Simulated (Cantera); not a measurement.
Mixture: 5.56 % CH4, 19.9 % O2, 74.6 % N2, equivalence ratio 0.56, at 1.00 bar, adiabatic and at constant volume. Ignition delay is the time to a rise of 400 K.

Cantera simulation using GRI-Mech 3.0 (53 species, 325 reactions); the numbers are that mechanism's predictions, not measurements.

### Question
Predict: delay at 1300 K; delay at 1500 K; delay at 1700 K; delay at 1900 K; delay at 2100 K; apparent activation energy between 1900 and 2100 K.

### Answer
```json
{
  "delay at 1300 K": "8.40 ms",
  "delay at 1500 K": "0.923 ms",
  "delay at 1700 K": "0.192 ms",
  "delay at 1900 K": "59.9 µs",
  "delay at 2100 K": "23.8 µs",
  "apparent activation energy between 1900 and 2100 K": "150 kJ/mol"
}
```
